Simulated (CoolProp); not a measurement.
Properties of nitrogen along the isotherm -144.25 °C (Tc = -147.0 °C, pc = 3.396 MPa, ω = 0.037).

Values from CoolProp's reference Helmholtz-energy equation of state, Span 2000.

```json
[
 {"p (MPa)": "1.7", "phase": "gas", "density (kg/m³)": "54.03", "speed of sound (m/s)": "211.5", "fugacity coefficient": "0.8474"},
 {"p (MPa)": "3.4", "phase": "supercritical", "density (kg/m³)": "167.2", "speed of sound (m/s)": "183.3", "fugacity coefficient": "0.6943"},
 {"p (MPa)": "5.09", "phase": "supercritical", "density (kg/m³)": "483.2", "speed of sound (m/s)": "313.8", "fugacity coefficient": "0.5282"},
 {"p (MPa)": "6.79", "phase": "supercritical", "density (kg/m³)": "531.7", "speed of sound (m/s)": "392.6", "fugacity coefficient": "0.4320"},
 {"p (MPa)": "8.49", "phase": "supercritical", "density (kg/m³)": "560.1", "speed of sound (m/s)": "445.0", "fugacity coefficient": "0.3748"},
 {"p (MPa)": "10.2", "phase": "supercritical", "density (kg/m³)": "581.1", "speed of sound (m/s)": "486.2", "fugacity coefficient": "0.3373"},
 {"p (MPa)": "11.9", "phase": "supercritical", "density (kg/m³)": "597.8", "speed of sound (m/s)": "520.5", "fugacity coefficient": "0.3118"},
 {"p (MPa)": "13.6", "phase": "supercritical", "density (kg/m³)": "611.9", "speed of sound (m/s)": "550.4", "fugacity coefficient": "0.2936"},
 {"p (MPa)": "15.3", "phase": "supercritical", "density (kg/m³)": "624.1", "speed of sound (m/s)": "577.1", "fugacity coefficient": "0.2804"},
 {"p (MPa)": "17", "phase": "supercritical", "density (kg/m³)": "634.9", "speed of sound (m/s)": "601.3", "fugacity coefficient": "0.2708"}
]
```
